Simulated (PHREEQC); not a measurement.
Make-up at 25 °C: 5 mmol/kgw ZnSO4, 0.32 mmol/kgw CaCl2 and 0.078 mmol/kgw NaHCO3. Closed to the air; pH follows from the charge balance.

Computed with PHREEQC (ion-association model, wateq4f.dat).

Question: The ionic strength comes out as 0.0157 mol/kgw. What activity coefficients do Zn(SO4)2-2, HCO3-, Zn+2, Na+, ZnHCO3+ get?

Answer: Zn(SO4)2-2 0.61, HCO3- 0.89, Zn+2 0.62, Na+ 0.88, ZnHCO3+ 0.88.

Precipitation was switched off in this run.
